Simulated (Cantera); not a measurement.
Mixture: 14.1 % CO, 1.33 % H₂, 6.77 % CH₄, 16.4 % O₂, 61.5 % N₂, equivalence ratio 1.3, at 17.0 bar, adiabatic and at constant pressure. Ignition delay is the time to a rise of 400 K.

Computed with Cantera and GRI-Mech 3.0 (53 species, 325 reactions). The pressure lies above the range GRI-Mech 3.0 was tuned for (to about 10 atm).

Predict: delay at 1023 K; delay at 1073 K; delay at 1123 K; delay at 1173 K; delay at 1223 K; delay at 1273 K; delay at 1323 K; apparent activation energy between 1223 and 1323 K.


- delay at 1023 K = 8.78 ms
- delay at 1073 K = 4.10 ms
- delay at 1123 K = 2.15 ms
- delay at 1173 K = 1.23 ms
- delay at 1223 K = 0.739 ms
- delay at 1273 K = 0.459 ms
- delay at 1323 K = 0.291 ms
- apparent activation energy between 1223 and 1323 K = 130 kJ/mol
